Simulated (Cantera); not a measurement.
Input (Python, Cantera):

```python
import numpy as np
import cantera as ct

surf = ct.Interface("ptcombust.yaml", "Pt_surf")
gas = surf.adjacent["gas"]
gas.TPX = 300, 29000, {'CH4': 0.035, 'O2': 0.14, 'N2': 0.79}
jet = ct.ImpingingJet(gas=gas, width=0.037, surface=surf)
jet.inlet.mdot, jet.inlet.T, jet.inlet.X = 0.056, 300, {'CH4': 0.035, 'O2': 0.14, 'N2': 0.79}
jet.set_refine_criteria(ratio=10, slope=0.2, curve=0.3)
show, cover = ['CH4', 'O2', 'H2O', 'OH', 'CO', 'CO2'], ["PT(S)", "H(S)", "O(S)", "OH(S)", "CO(S)", "C(S)"]

rows = []
print(f"{'Ts/K':>7s}" + "".join(f"{s:>11s}" for s in show + cover) + "   (gas at the wall, coverages)")
for i, Ts in enumerate([950, 1000, 1050, 1100, 1150, 1200, 1250]):
    jet.surface.T = Ts
    if i == 0:
        surf.TP = Ts, 29000
        surf.coverages = "PT(S):0.5, O(S):0.5"
        surf.advance_coverages(1.0)
        jet.set_initial_guess(products="inlet")
    jet.solve(loglevel=0, auto=(i == 0))
    rows.append([*(jet.X[gas.species_index(s), -1] for s in show), *surf[cover].coverages])
    print(f"{Ts:7g}" + "".join(f"{x:11.3e}" for x in rows[-1]))
```

Result:

```
   Ts/K        CH4         O2        H2O         OH         CO        CO2      PT(S)       H(S)       O(S)      OH(S)      CO(S)       C(S)   (gas at the wall, coverages)
    950  1.450e-02  9.869e-02  4.059e-02  7.128e-08  6.550e-06  2.663e-02  2.074e-01  2.497e-07  7.902e-01  2.381e-03  1.113e-05  5.327e-08
   1000  9.693e-03  8.855e-02  4.939e-02  1.936e-07  5.912e-06  3.247e-02  2.731e-01  5.634e-07  7.245e-01  2.401e-03  7.660e-06  4.787e-08
   1050  6.722e-03  8.234e-02  5.475e-02  4.643e-07  5.419e-06  3.604e-02  3.395e-01  1.092e-06  6.583e-01  2.273e-03  5.159e-06  4.105e-08
   1100  4.888e-03  7.858e-02  5.797e-02  1.007e-06  5.141e-06  3.818e-02  4.048e-01  1.910e-06  5.931e-01  2.080e-03  3.532e-06  3.500e-08
   1150  3.710e-03  7.632e-02  5.989e-02  2.015e-06  5.077e-06  3.942e-02  4.680e-01  3.104e-06  5.301e-01  1.868e-03  2.490e-06  3.010e-08
   1200  2.540e-03  7.470e-02  6.151e-02  3.867e-06  7.530e-06  4.002e-02  5.284e-01  4.797e-06  4.699e-01  1.664e-03  1.811e-06  2.288e-08
   1250  1.698e-03  7.298e-02  6.318e-02  6.888e-06  9.916e-06  4.093e-02  5.859e-01  7.147e-06  4.126e-01  1.476e-03  1.380e-06  1.683e-08
```

Computed with Cantera and Deutschmann's 1995 Pt surface mechanism with GRI-Mech 3.0 gas chemistry. Catalytic surfaces can have several steady states; this one follows from the mechanism file's or the stated starting coverage.
